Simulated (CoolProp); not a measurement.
A closed Brayton cycle with carbon dioxide: compressor inlet 318.15 K and 9.3 MPa, high pressure 23.2 MPa, turbine inlet 870 K, compressor efficiency 0.89, turbine efficiency 0.85, recuperator effectiveness 0.95 (on enthalpy, no pinch check). Each further row changes one setting.

The numbers come from the reference Helmholtz-energy equation of state, Span 1996 in CoolProp.

| case | thermal efficiency (%) | net work (kJ/kg) | compressor to turbine work | compressor exit (K) | turbine exit (K) |
|---|---|---|---|---|---|
| as stated | [?] | 88.7 | 0.27 | 372.9 | 762.4 |
| turbine inlet 820 K | 34.8 | [?] | 0.29 | 372.9 | 716.1 |
| compressor inlet 328.15 K | 35.6 | [?] | 0.35 | 399.1 | 762.4 |
| high pressure 19.7 MPa | 34.8 | [?] | 0.25 | [?] | 781.2 |
| recuperator effectiveness 0.5 | 19.7 | 88.7 | 0.27 | 372.9 | 762.4 |

**Question.** Fill in the missing entries.

**Answer.** 
- as stated, thermal efficiency (%): 36.5
- turbine inlet 820 K, net work (kJ/kg): 80.9
- compressor inlet 328.15 K, net work (kJ/kg): 78.9
- high pressure 19.7 MPa, net work (kJ/kg): 75.4
- high pressure 19.7 MPa, compressor exit (K): 363.0
